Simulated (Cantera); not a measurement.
A closed system holds: 1 mol AlCl₃, 1.6 mol NH₃, 550 mol H₂, held at 1600 °C and 0.00230 bar.

Equilibrium computed with Cantera from the NASA thermochemical tables; the gas is ideal and each condensed phase is pure. Candidate condensed phases: Al, AlCl₃, AlN, NH₄Cl; 20 gas species. Equilibrium is a limit: real reactors are often held back by kinetics, nucleation or transport.

Base state: H₂ 0.980, H 0.0133, HCl 0.00363, AlCl 0.00170, N₂ 0.00143, Al 9.00e-5, Cl 3.74e-5 (mole fractions); condensed: gas only.

**Question.** What changes in the equilibrium state with this change: temperature from 1600 °C to 1352 °C?

**Answer.** 
```
species   before    after
-------  -------  -------
H₂         0.980    0.992
HCl      0.00363  0.00359
AlCl     0.00170  0.00179
H         0.0133  0.00146
Al       9.00e-5  5.67e-6
Cl       3.74e-5  4.18e-6
N₂       0.00143  0.00144
```
